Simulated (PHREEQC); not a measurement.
A solution holds 21 mmol/kgw HF, 11 mmol/kgw NH4F and 61 mmol/kgw H3PO4, at 70 °C. Closed to the air; pH follows from the charge balance.

Equilibrium calculation in PHREEQC: ion-association model, phreeqc.dat.

This is a speciation only: nothing precipitates in the calculation.

Task: Predict the pH, specific conductance, ionic strength.

Result: pH 2.02; specific conductance 10600 µS/cm; ionic strength 0.0220 mol/kgw.

Task: In which forms is F present?

Result: HF 96 %, F- 3.3 %, HF2- 0.9 % of the F.

Away from 25 °C the constants follow the database's enthalpies or fits; those with neither stay at their 25 °C values.
